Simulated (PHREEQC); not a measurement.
A solution holds 3.1 mmol/kgw H3PO4 and 3.6 mmol/kgw KOH, at 70 °C. Closed to the air; pH follows from the charge balance.

Computed with PHREEQC (ion-association model, phreeqc.dat).

No solid was allowed to form.

### Question
Predict the pH, specific conductance.

### Answer
pH 6.30; specific conductance 830 µS/cm.

### Question
In which forms is P present?

### Answer
H2PO4- 84 %, HPO4-2 16 % of the P.

Complexes and solids missing from the database can't appear. Constants without temperature data keep their 25 °C values here.
